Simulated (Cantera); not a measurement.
Input (Python, Cantera) and output of one run.

```python
import numpy as np
import cantera as ct

gas_names = """
    H2O H2
""".split()
cond_names = """
    Na(cr) Na(L) NaOH(a) NaOH(L)
""".split()


# ... load() reads the species with a 1 bar reference pressure and builds the phases ...
species = {s.name: s for s in load("nasa_gas.yaml", gas_names) + load("nasa_condensed.yaml", cond_names)}
# Each term lists the table entries of one substance; the one whose range holds T is used.
reactions = {
    '2 Na + 2 H2O(g) = H2(g) + 2 NaOH':
        [(-2, ['Na(cr)', 'Na(L)']), (-2, ['H2O']), (1, ['H2']), (2, ['NaOH(a)', 'NaOH(L)'])],
}


def pick(names, T):
    return next(species[n] for n in names if species[n].thermo.min_temp <= T <= species[n].thermo.max_temp)


results = []
for label, terms in reactions.items():
    print(label)
    print("     T/K   dH/kJ  dS/(J/K)   dG/kJ   log10 K")
    for T in [623, 673, 723, 773, 823]:
        used = [(nu, pick(names, T)) for nu, names in terms]
        dH = sum(nu * s.thermo.h(T) for nu, s in used) / 1e6
        dS = sum(nu * s.thermo.s(T) for nu, s in used) / 1e3
        dG = dH - T * dS / 1e3
        logK = -dG * 1e6 / (ct.gas_constant * T * np.log(10))
        results.append((label, T, dH, dS, dG, logK, [s.name for _, s in used]))
        print(f"{T:8g} {dH:8.1f} {dS:8.1f} {dG:8.1f} {logK:8.2f}")
```

Output:

```
2 Na + 2 H2O(g) = H2(g) + 2 NaOH
     T/K   dH/kJ  dS/(J/K)   dG/kJ   log10 K
     623   -331.8   -159.1   -232.7    19.51
     673   -328.4   -153.8   -224.9    17.46
     723   -325.1   -149.0   -217.3    15.70
     773   -321.8   -144.6   -210.0    14.19
     823   -318.6   -140.6   -202.9    12.88
```

Cantera with NASA thermochemical tables; ideal gases at 1 bar, condensed phases pure. Condensed species are held in their standard states even where they would react or evaporate.
